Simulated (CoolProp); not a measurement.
The fluid at 263.82 K and 2.09 MPa is throttled through a valve to 0.269 MPa with no heat exchange. The same conditions are run with several fluids, on thermodynamics alone (safety and materials aside).

Model: reference Helmholtz-energy equation of state of each fluid (methane: Setzmann 1991; fluorine: de Reuck 1990; carbon monoxide: Lemmon 2006; CF4 (R14): Platzer 1990; oxygen: Schmidt 1985), in CoolProp. The equations of Platzer and Polt are older, rougher fits.

| fluid | temperature change (K) | final density (kg/m³) |
|---|---|---|
| methane | -10.5 | [?] |
| fluorine | -4.4 | [?] |
| carbon monoxide | [?] | 3.52 |
| CF4 (R14) | -14.7 | 11.6 |
| oxygen | -6.2 | 4.03 |

Q: Complete the blanks.

A: 
- methane, final density (kg/m³): 2.07
- fluorine, final density (kg/m³): 4.75
- carbon monoxide, temperature change (K): -5.8
